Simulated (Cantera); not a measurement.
Feed: 1 mol Ti(OiPr)₄, 0.33 mol CH₄, 96 mol H₂, 0.68 mol C₃H₈, equilibrated at 777 °C and 410 Pa.

Equilibrium computed with Cantera from the NASA thermochemical tables; the gas is ideal and each condensed phase is pure. Candidate condensed phases: C, C₆H₆, C₇H₈, C₈H₁₈, H₂O, Ti, TiC, TiO, TiO₂, Ti₂O₃, Ti₃O₅, Ti₄O₇; 113 gas species. The feed counts by its element totals alone. Kinetics and transport are ignored.

Base state: H₂ 0.980, CO 0.0202, CH₄ 0.000225, H₂O 1.47e-5 (mole fractions); condensed: C(graphite) + Ti₃O₅(s).

Question: What changes in the equilibrium state with this change: Ti(OiPr)₄ replaced by Ti?

Answer: 
```json
[
 {"species": "H₂", "before": "0.980", "after": "1.000"},
 {"species": "CH₄", "before": "0.000225", "after": "0.000235"},
 {"species": "CO", "before": "0.0202", "after": "0"},
 {"species": "H₂O", "before": "1.47e-5", "after": "0"},
 {"species": "C(graphite), mol", "before": "12.0", "after": "1.35"},
 {"species": "Ti₃O₅(s), mol", "before": "0.333", "after": "0"},
 {"species": "TiC(s), mol", "before": "0", "after": "1.00"}
]
```
TiC: taken at fixed stoichiometry.

Question: What changes in the equilibrium state with this change: temperature from 777 °C to 1575 °C?

Answer: 
```tsv
species	before	after
H₂	0.980	0.958
CO	0.0202	0.0339
H	1.25e-7	0.00810
C₂H₂ (acetylene)	4.05e-9	0.000247
H₂O	1.47e-5	3.01e-8
CH₄	0.000225	2.48e-6
C(graphite), mol	12.0	9.31
Ti₃O₅(s), mol	0.333	0
TiC(s), mol	0	1.000
```
TiC: taken at fixed stoichiometry.
